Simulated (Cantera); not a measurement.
A perfectly stirred reactor is fed with C₂H₄ : O₂ : N₂ : CO₂ = 1 : 2.5 : 9.4 : 1.1 (molar parts), equivalence ratio 1.2, at 7.30 bar; it is adiabatic with a 600 K inlet, and is followed from long to short residence time, starting on the burning branch (τ in s: 0.033, 0.016, 0.0078, 0.0038, 0.0018, 0.00089, 0.00043, 0.00021, 0.0001, 4.9e-05, 2.4e-05, 1.2e-05, 5.6e-06).

Cantera simulation using GRI-Mech 3.0 (53 species, 325 reactions); the numbers are that mechanism's predictions, not measurements. GRI-Mech 3.0 was tuned for natural gas; its chemistry of ethylene as a main component is partial and can be far from experiment.

One state of this run: T (K) = 2176; x C₂H₄ = 0.000175; x O₂ = 0.0119; x CO₂ = 0.130; x H₂ = 0.0126; x N₂O = 3.60e-7. x: mole fraction; the columns are a selection and need not sum to one.

Question: Which value of τ (s) does it belong to?
A) 4.9e-5
B) 1.2e-5
C) 2.4e-5
D) 0.016

Answer: A, 4.9e-5
